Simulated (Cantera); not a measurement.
Thermodynamics of titanium nitride, carbide and oxide coatings, feed Ti(OiPr)4 + H2O

Charge: 1 mol Ti(OiPr)4, 0.22 mol H2O, at 8.20 mbar.

Method: chemical equilibrium by Gibbs-energy minimisation in Cantera with the NASA 1993 tables (ideal gas, pure condensed phases). Candidate condensed phases: C, C6H6, C7H8, C8H18, H2O, Ti, TiC, TiO, TiO2, Ti2O3, Ti3O5, Ti4O7; 113 gas species. The feed counts by its element totals alone. Mutual solubility and eutectic melting of coexisting phases are not modelled. TiC: taken at fixed stoichiometry. Condensed phases not in the tables: Magnéli phases beyond Ti4O7. Rates play no part.

```json
[
 {"T (°C)": "727", "x H2": "0.864", "x CO": "0.135", "x H": "2.33e-8", "x C2H2 (acetylene)": "9.86e-10", "x CH4": "0.000585", "x H2O": "0.000377", "x CO2": "8.43e-5", "x C2H": "<1e-12", "n C(graphite)": "9.78", "n TiO2(rutile)": "1.00", "n Ti4O7(s)": "0", "n TiC(s)": "0", "n Ti3O5(s)": "0"},
 {"T (°C)": "827", "x H2": "0.852", "x CO": "0.148", "x H": "2.64e-7", "x C2H2 (acetylene)": "1.13e-8", "x CH4": "0.000214", "x H2O": "9.24e-5", "x CO2": "1.58e-5", "x C2H": "<1e-12", "n C(graphite)": "9.53", "n TiO2(rutile)": "0", "n Ti4O7(s)": "0.250", "n TiC(s)": "0", "n Ti3O5(s)": "0"},
 {"T (°C)": "927", "x H2": "0.826", "x CO": "0.173", "x H": "1.98e-6", "x C2H2 (acetylene)": "8.49e-8", "x CH4": "8.85e-5", "x H2O": "3.05e-5", "x CO2": "4.66e-6", "x C2H": "<1e-12", "n C(graphite)": "8.76", "n TiO2(rutile)": "0", "n Ti4O7(s)": "0", "n TiC(s)": "0.259", "n Ti3O5(s)": "0.247"},
 {"T (°C)": "1027", "x H2": "0.771", "x CO": "0.229", "x H": "1.07e-5", "x C2H2 (acetylene)": "4.44e-7", "x CH4": "3.83e-5", "x H2O": "1.32e-5", "x CO2": "2.22e-6", "x C2H": "<1e-12", "n C(graphite)": "6.78", "n TiO2(rutile)": "0", "n Ti4O7(s)": "0", "n TiC(s)": "1.00", "n Ti3O5(s)": "0"},
 {"T (°C)": "1127", "x H2": "0.771", "x CO": "0.229", "x H": "4.72e-5", "x C2H2 (acetylene)": "1.94e-6", "x CH4": "2.11e-5", "x H2O": "5.39e-6", "x CO2": "7.37e-7", "x C2H": "<1e-12", "n C(graphite)": "6.78", "n TiO2(rutile)": "0", "n Ti4O7(s)": "0", "n TiC(s)": "1.00", "n Ti3O5(s)": "0"},
 {"T (°C)": "1227", "x H2": "0.771", "x CO": "0.229", "x H": "0.000171", "x C2H2 (acetylene)": "6.96e-6", "x CH4": "1.25e-5", "x H2O": "2.48e-6", "x CO2": "2.85e-7", "x C2H": "2.90e-12", "n C(graphite)": "6.78", "n TiO2(rutile)": "0", "n Ti4O7(s)": "0", "n TiC(s)": "1.00", "n Ti3O5(s)": "0"},
 {"T (°C)": "1327", "x H2": "0.771", "x CO": "0.229", "x H": "0.000527", "x C2H2 (acetylene)": "2.12e-5", "x CH4": "7.95e-6", "x H2O": "1.26e-6", "x CO2": "1.25e-7", "x C2H": "4.87e-11", "n C(graphite)": "6.78", "n TiO2(rutile)": "0", "n Ti4O7(s)": "0", "n TiC(s)": "1.00", "n Ti3O5(s)": "0"},
 {"T (°C)": "1427", "x H2": "0.770", "x CO": "0.229", "x H": "0.00143", "x C2H2 (acetylene)": "5.65e-5", "x CH4": "5.32e-6", "x H2O": "6.97e-7", "x CO2": "6.05e-8", "x C2H": "5.86e-10", "n C(graphite)": "6.78", "n TiO2(rutile)": "0", "n Ti4O7(s)": "0", "n TiC(s)": "1.00", "n Ti3O5(s)": "0"},
 {"T (°C)": "1527", "x H2": "0.768", "x CO": "0.228", "x H": "0.00347", "x C2H2 (acetylene)": "0.000135", "x CH4": "3.72e-6", "x H2O": "4.10e-7", "x CO2": "3.19e-8", "x C2H": "5.32e-9", "n C(graphite)": "6.77", "n TiO2(rutile)": "0", "n Ti4O7(s)": "0", "n TiC(s)": "1.00", "n Ti3O5(s)": "0"},
 {"T (°C)": "1627", "x H2": "0.764", "x CO": "0.228", "x H": "0.00766", "x C2H2 (acetylene)": "0.000292", "x CH4": "2.69e-6", "x H2O": "2.55e-7", "x CO2": "1.81e-8", "x C2H": "3.83e-8", "n C(graphite)": "6.77", "n TiO2(rutile)": "0", "n Ti4O7(s)": "0", "n TiC(s)": "1.00", "n Ti3O5(s)": "0"},
 {"T (°C)": "1727", "x H2": "0.757", "x CO": "0.227", "x H": "0.0156", "x C2H2 (acetylene)": "0.000581", "x CH4": "1.99e-6", "x H2O": "1.65e-7", "x CO2": "1.08e-8", "x C2H": "2.25e-7", "n C(graphite)": "6.76", "n TiO2(rutile)": "0", "n Ti4O7(s)": "0", "n TiC(s)": "1.000", "n Ti3O5(s)": "0"},
 {"T (°C)": "1827", "x H2": "0.744", "x CO": "0.225", "x H": "0.0297", "x C2H2 (acetylene)": "0.00107", "x CH4": "1.50e-6", "x H2O": "1.10e-7", "x CO2": "6.77e-9", "x C2H": "1.11e-6", "n C(graphite)": "6.74", "n TiO2(rutile)": "0", "n Ti4O7(s)": "0", "n TiC(s)": "1.000", "n Ti3O5(s)": "0"},
 {"T (°C)": "1927", "x H2": "0.722", "x CO": "0.223", "x H": "0.0529", "x C2H2 (acetylene)": "0.00185", "x CH4": "1.13e-6", "x H2O": "7.53e-8", "x CO2": "4.39e-9", "x C2H": "4.69e-6", "n C(graphite)": "6.71", "n TiO2(rutile)": "0", "n Ti4O7(s)": "0", "n TiC(s)": "1.000", "n Ti3O5(s)": "0"}
]
```
x: gas mole fraction; n: condensed amount in mol.

At 727 °C the condensed part is C(graphite) + TiO2(rutile). At 827 °C the condensed part is C(graphite) + Ti4O7(s). At 927 °C the condensed part is C(graphite) + TiC(s) + Ti3O5(s). From 1027 °C to 1927 °C the condensed part is C(graphite) + TiC(s).
